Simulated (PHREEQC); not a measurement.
Dissolve 0.021 mol H2S and 0.0031 mol (NH4)2HPO4 per kg of water at 78 °C. Closed to the air; pH follows from the charge balance.

The numbers come from PHREEQC with the ion-association model, wateq4f.dat.

```tsv
quantity	before	after
pH	5.71	5.74
NH3 (mol/kgw)	3.85e-5	4.41e-6
```

### Question
Name the change that produced these shifts.
A. (NH4)2HPO4 from 0.0031 to 0.00031 mol/kgw
B. 0.0056 mol/kgw Na3PO4 added
C. H2S from 0.021 to 0.0021 mol/kgw
D. diluted 10-fold with water
E. H2S from 0.021 to 0.0105 mol/kgw

### Answer
D, diluted 10-fold with water

No solid was allowed to form. H3PO4, which wateq4f.dat lacks, is added to it with the constant of phreeqc.dat. At this temperature some constants are extrapolated from 25 °C, and those without enthalpy data are left unchanged.
